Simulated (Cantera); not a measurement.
A perfectly stirred reactor is fed with CH₄ : O₂ : N₂ : CO₂ = 1 : 2 : 7.52 : 0.92 (molar parts), at 1.01 bar; it is adiabatic with a 675 K inlet, and is followed from long to short residence time, starting on the burning branch (τ in s: 0.21, 0.094, 0.043, 0.02, 0.0089, 0.0041, 0.0018, 0.00084, 0.00038, 0.00018, 8e-05, 3.6e-05, 1.7e-05).

Computed with Cantera and GRI-Mech 3.0 (53 species, 325 reactions).

Task: What does this change do: CH4 1 to 1.5 parts?

Result: 
| quantity | before | after |
|---|---|---|
| blow-out, bracketed by the residence times tried | burning at 80.0 µs, out at 36.0 µs | burning at 0.840 ms, out at 0.380 ms |
| x(CH₄) at τ = 0.210 s | 1.60e-6 | 0.000108 |
| x(O₂) at τ = 0.210 s | 0.00811 | 7.48e-5 |
| x(CO₂) at τ = 0.210 s | 0.150 | 0.0824 |
| x(OH) at τ = 0.210 s | 0.00374 | 0.000279 |
| x(NO) at τ = 0.210 s | 0.00154 | 0.000116 |
| x(CH₄) at τ = 1.80 ms | 7.01e-5 | 0.00142 |
| x(O₂) at τ = 1.80 ms | 0.0185 | 0.00312 |
| x(CO₂) at τ = 1.80 ms | 0.131 | 0.0824 |
| x(OH) at τ = 1.80 ms | 0.00693 | 0.000690 |
| x(NO) at τ = 1.80 ms | 0.000141 | 9.56e-5 |

Task: What does this change do: O2 2 to 1.6 parts?

Result: 
| quantity | before | after |
|---|---|---|
| blow-out, bracketed by the residence times tried | burning at 80.0 µs, out at 36.0 µs | burning at 0.380 ms, out at 0.180 ms |
| x(CH₄) at τ = 0.210 s | 1.60e-6 | 1.32e-5 |
| x(O₂) at τ = 0.210 s | 0.00811 | 0.000162 |
| x(CO₂) at τ = 0.210 s | 0.150 | 0.114 |
| x(OH) at τ = 0.210 s | 0.00374 | 0.000686 |
| x(NO) at τ = 0.210 s | 0.00154 | 0.000161 |
| x(CH₄) at τ = 1.80 ms | 7.01e-5 | 0.000162 |
| x(O₂) at τ = 1.80 ms | 0.0185 | 0.00334 |
| x(CO₂) at τ = 1.80 ms | 0.131 | 0.109 |
| x(OH) at τ = 1.80 ms | 0.00693 | 0.00285 |
| x(NO) at τ = 1.80 ms | 0.000141 | 0.000152 |
